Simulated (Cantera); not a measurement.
An adiabatic, constant-pressure homogeneous reactor starts with CH4 : C2H6 : O2 : N2 = 1 : 0.042 : 0.976 : 3.67 (molar parts), at 1325 K and 5.33 atm.

Cantera simulation using GRI-Mech 3.0 (53 species, 325 reactions); the numbers are that mechanism's predictions, not measurements.

Problem. Predict: time of steepest temperature rise; temperature at 4.00 s; equilibrium temperature; x(CH4) at 4.00 s; x(O2) at 4.00 s; x(H) at 4.00 s.

Solution. 
| Property | Result |
|---|---|
| time of steepest temperature rise | 1.29 ms |
| temperature at 4.00 s | 2286 K |
| equilibrium temperature | 2286 K |
| x(CH4) at 4.00 s | 2.36e-9 (gas-phase equilibrium 2.68e-9) |
| x(O2) at 4.00 s | 2.20e-7 (gas-phase equilibrium 2.20e-7) |
| x(H) at 4.00 s | 0.00173 (gas-phase equilibrium 0.00173) |
